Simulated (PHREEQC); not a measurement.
0.11 g of hydrous ferric oxide (600 m²/g; 0.2 weak and 0.005 strong sites per Fe, Dzombak-Morel constants, diffuse double layer) in 1 kg of water with 0.1 mol/kgw of an inert sodium salt, at 25 °C; the pH is set by adding NaOH or the inert anion's acid. O2 is buffered at 0.21 atm. No CO2 enters from the air. Precipitation was switched off in this run.

Base run: PHREEQC, ion-association model, wateq4f.dat. Each further column changes one thing. The table gives surface charge σ (C/m²).

```
pH      base  background salt from 0.1 to 0.01 mol/kgw  oxide from 0.11 to 0.55 g/kgw  6.9e-05 mol/kgw Na2HAsO4 added
----  ------  ----------------------------------------  -----------------------------  ------------------------------
3      0.363                                     0.325                          0.363                           0.249
3.75   0.338                                     0.246                          0.338                           0.211
4.5    0.272                                     0.160                          0.273                      (withheld)
4.88   0.229                                (withheld)                          0.229                      (withheld)
5.62   0.147                                     0.069                          0.147                           0.078
6.38   0.082                                     0.034                          0.082                           0.033
7.12   0.039                                     0.015                          0.039                           0.003
7.5    0.022                                     0.008                          0.022                          -0.012
8.25  -0.005                                    -0.002                         -0.005                          -0.041
9     -0.034                                    -0.013                         -0.034                          -0.074
```

**Question.** What belongs in the gaps?

**Answer.** 
- 4.5, 6.9e-05 mol/kgw Na2HAsO4 added: 0.161
- 4.88, background salt from 0.1 to 0.01 mol/kgw: 0.124
- 4.88, 6.9e-05 mol/kgw Na2HAsO4 added: 0.134

The oxide is taken as insoluble; below pH 4 it would dissolve.
